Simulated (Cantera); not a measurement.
A closed system holds: 1 mol BCl₃, 13 mol H₂, equilibrated at 923.15 K and 0.100 bar.

Method: chemical equilibrium by Gibbs-energy minimisation in Cantera with the NASA 1993 tables (ideal gas, pure condensed phases). Candidate condensed phases: B; 13 gas species. Gases not in the tables: BHCl₂. Rates play no part.

Base state: H₂ 0.898, BCl₃ 0.0551, HCl 0.0474 (mole fractions); condensed: B(s).

**Question.** What changes in the equilibrium state with this change: pressure from 0.100 bar to 0.00140 bar?

**Answer.** 
| species | before | after |
|---|---|---|
| H₂ | 0.898 | 0.872 |
| HCl | 0.0474 | 0.0866 |
| BCl₃ | 0.0551 | 0.0415 |
| B(s), mol | 0.223 | 0.410 |
